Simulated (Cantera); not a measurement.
A closed system holds: 1 mol Si, 7.6 mol Br₂, 1.2 mol N₂, at 1000 °C and 0.133 bar.

Equilibrium computed with Cantera from the NASA thermochemical tables; the gas is ideal and each condensed phase is pure. The tables' values for SiBr₃ are old estimates; treat these amounts as uncertain. The numbers say what is thermodynamically allowed, not how fast it happens.

```csv
species,before,after
N₂,0.142,0.587
SiBr₄,0.118,0.405
SiBr₃,1.01e-5,0.00423
Br₂,0.587,3.93e-5
Br,0.152,0.00124
SiBr₂,4.06e-8,0.00208
"Si₃N₄(s), mol",0,0.0990
```
Gas species are given as mole fractions.

Problem. Which change was made?
A. pressure from 0.133 bar to 1.00 bar
B. Br₂ from 7.6 to 1.4 mol
C. temperature from 1000 °C to 850 °C
D. temperature from 1000 °C to 477 °C

Solution. B, Br₂ from 7.6 to 1.4 mol. N₂ is the only nitrogen source here; it is nearly inert below about 1500 K, so the nitride shown seldom forms there in practice
